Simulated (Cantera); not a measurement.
A perfectly stirred reactor is fed with 4.48 % CH4, 0.582 % C2H6, 0.300 % C3H8, 19.8 % O2, 74.8 % N2, at 728 Torr; it is adiabatic with a 350 K inlet, and is followed from long to short residence time, starting on the burning branch (τ in s: 0.36, 0.15, 0.064, 0.027, 0.012, 0.0049, 0.0021, 0.00088, 0.00037, 0.00016, 6.7e-05, 2.8e-05).

Cantera simulation using GRI-Mech 3.0 (53 species, 325 reactions); the numbers are that mechanism's predictions, not measurements.

x: mole fraction; the columns are a selection and need not sum to one.

```
τ (s)    T (K)     x CH4   x C2H6   x C3H8    x NO2    x NO    x O2
-------  -----  --------  -------  -------  -------  ------  ------
0.36      1764   3.55e-6  1.01e-7  4.84e-8  3.64e-8       …  0.0729
0.15      1762   6.32e-6  1.91e-7  9.54e-8  3.03e-8       …  0.0729
0.064     1757   1.09e-5  3.46e-7  1.78e-7  2.52e-8       …  0.0729
0.027     1750   1.89e-5  6.20e-7  3.23e-7  1.96e-8       …  0.0730
0.012     1740   3.18e-5  1.06e-6  5.53e-7  1.44e-8       …  0.0732
0.0049    1721   5.77e-5  1.94e-6  9.95e-7  1.01e-8       …  0.0737
0.0021    1694  0.000105  3.52e-6  1.76e-6  7.33e-9       …  0.0746
0.00088   1650  0.000213  6.98e-6  3.39e-6  5.30e-9       …  0.0766
0.00037   1578  0.000527  1.69e-5  7.97e-6  3.39e-9       …  0.0809
0.00016    350    0.0448  0.00582  0.00300   <1e-12  <1e-12   0.198
6.7e-5     350    0.0448  0.00582  0.00300   <1e-12  <1e-12   0.198
2.8e-5     350    0.0448  0.00582  0.00300   <1e-12  <1e-12   0.198
```

**Question.** Some entries are withheld; supply them.

**Answer.** 
- 0.36, x NO: 2.10e-5
- 0.15, x NO: 1.72e-5
- 0.064, x NO: 1.48e-5
- 0.027, x NO: 1.26e-5
- 0.012, x NO: 1.06e-5
- 0.0049, x NO: 8.83e-6
- 0.0021, x NO: 7.59e-6
- 0.00088, x NO: 6.26e-6
- 0.00037, x NO: 3.98e-6
